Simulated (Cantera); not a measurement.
An isothermal, constant-pressure homogeneous reactor starts with CO : O₂ : H₂O : N₂ = 0.021 : 0.032 : 0.026 : 1 (molar parts), equivalence ratio 0.33, at 1050 K and 1.00 atm. Integrator tolerance rtol = 1e-08.

Model: GRI-Mech 3.0 (53 species, 325 reactions), integrated in Cantera.

**Question.** What does this change do: temperature 1050 to 1500 K?

**Answer.** 
```csv
quantity,before,after
x(CO) at 1.00 s,3.62e-5 (gas-phase equilibrium 4.26e-11),6.78e-7 (gas-phase equilibrium 6.82e-7)
x(O₂) at 1.00 s,0.0201 (gas-phase equilibrium 0.0201),0.0201 (gas-phase equilibrium 0.0199)
x(H₂O) at 1.00 s,0.0243 (gas-phase equilibrium 0.0243),0.0243 (gas-phase equilibrium 0.0243)
x(H) at 1.00 s,2.52e-9 (gas-phase equilibrium <1e-12),1.00e-8 (gas-phase equilibrium 1.01e-8)
x(H₂O₂) at 1.00 s,3.77e-9 (gas-phase equilibrium 1.80e-11),7.22e-10 (gas-phase equilibrium 7.18e-10)
x(NO) at 1.00 s,1.08e-8 (gas-phase equilibrium 1.79e-5),3.47e-6 (gas-phase equilibrium 0.000413)
```
